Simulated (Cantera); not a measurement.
Charge: 1 mol CH3SiCl3, 2.6 mol HCl, 6 mol H2, at 1350 K and 1330 Pa.

Equilibrium computed with Cantera from the NASA thermochemical tables; the gas is ideal and each condensed phase is pure. Candidate condensed phases: C, C6H6, C7H8, C8H18, Si, SiC; 109 gas species. The feed counts by its element totals alone. The tables' values for SiCl3 are old estimates; treat these amounts as uncertain. Rates play no part.

Base state: H2 0.539, HCl 0.449, SiCl4 0.00534, SiCl2 0.00400, SiCl3 0.00207, SiHCl3 0.000367, CH4 2.23e-5, H 1.52e-5 (mole fractions); condensed: C(graphite) + SiC(s).

**Question.** What changes in the equilibrium state with this change: temperature from 1350 K to 2298.15 K?

**Answer.** 
| species | before | after |
|---|---|---|
| H2 | 0.539 | 0.521 |
| HCl | 0.449 | 0.323 |
| H | 1.52e-5 | 0.0599 |
| SiCl2 | 0.00400 | 0.0502 |
| Cl | 1.05e-5 | 0.0267 |
| Si | <1e-9 | 0.00982 |
| SiC2 | <1e-9 | 0.00135 |
| Si2C | <1e-9 | 0.000794 |
| SiCl | 1.21e-8 | 0.00431 |
| SiH | <1e-9 | 0.000302 |
| C(graphite), mol | 0.136 | 0.737 |
| SiC(s), mol | 0.864 | 0.165 |
The tables' values for SiCl, SiCl3 are old estimates; treat these amounts as uncertain. Gases not in the tables: Si2H6 and higher silanes.
